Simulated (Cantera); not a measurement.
A perfectly stirred reactor is fed with H₂ : O₂ : N₂ = 0.19 : 1 : 4.2 (molar parts), at 2670 Pa; it is held at 1450 K, and followed from long to short residence time.

Computed with Cantera and the H2/O2 subset of GRI-Mech 3.0, which has no nitrogen chemistry. Radical loss at walls, strong at low pressure, is not modelled. The temperature is held fixed by assumption; the heat of reaction is taken as removed at once.

Problem. What does this change do: H2 0.19 to 0.31 parts?

Solution. 
```tsv
quantity	before	after
x(H₂) at τ = 5.90 s	7.99e-5	0.000142
x(O₂) at τ = 5.90 s	0.170	0.157
x(H) at τ = 5.90 s	7.35e-5	0.000107
x(OH) at τ = 5.90 s	0.000846	0.00109
x(H₂O) at τ = 5.90 s	0.0353	0.0571
x(H₂) at τ = 0.200 s	0.000612	0.00114
x(O₂) at τ = 0.200 s	0.167	0.154
x(H) at τ = 0.200 s	0.00165	0.00259
x(OH) at τ = 0.200 s	0.00233	0.00309
x(H₂O) at τ = 0.200 s	0.0331	0.0535
```

Problem. What does this change do: pressure from 2670 Pa to 180 Pa?

Solution. 
| quantity | before | after |
|---|---|---|
| x(H₂) at τ = 5.90 s | 7.99e-5 | 0.00119 |
| x(O₂) at τ = 5.90 s | 0.170 | 0.163 |
| x(H) at τ = 5.90 s | 7.35e-5 | 0.00542 |
| x(OH) at τ = 5.90 s | 0.000846 | 0.00331 |
| x(H₂O) at τ = 5.90 s | 0.0353 | 0.0299 |
| x(H₂) at τ = 0.200 s | 0.000612 | 0.00182 |
| x(O₂) at τ = 0.200 s | 0.167 | 0.161 |
| x(H) at τ = 0.200 s | 0.00165 | 0.00857 |
| x(OH) at τ = 0.200 s | 0.00233 | 0.00383 |
| x(H₂O) at τ = 0.200 s | 0.0331 | 0.0272 |
